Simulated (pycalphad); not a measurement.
**Phase fractions of Al-1.73Si-0.72Mg (at.%)**

Source of the numbers: pycalphad with the COST 507 light-alloy database (1999); pressure 1 atm. These are 1990s assessments: newer ones move some temperatures and phases. Phase fractions are per mole of atoms. Kinetics are ignored, which matters at the lower temperatures.

```
T (K)  liquid    fcc  diamond (Si)  MG2SI
-----  ------  -----  ------------  -----
950     1.000      -             -      -
900     0.325  0.675             -      -
850     0.062  0.938             -      -
800         -  0.991         0.007  0.003
750         -  0.985         0.009  0.006
700         -  0.981         0.011  0.008
650         -  0.979         0.012  0.009
600         -  0.977         0.013  0.010
550         -  0.976         0.013  0.010
500         -  0.976         0.014  0.011
450         -  0.976         0.014  0.011
400         -  0.976         0.014  0.011
350         -  0.976         0.014  0.011
```

Database names, with the compositions (at.%) that they take in these runs: MG2SI: Mg 67 Si 33.
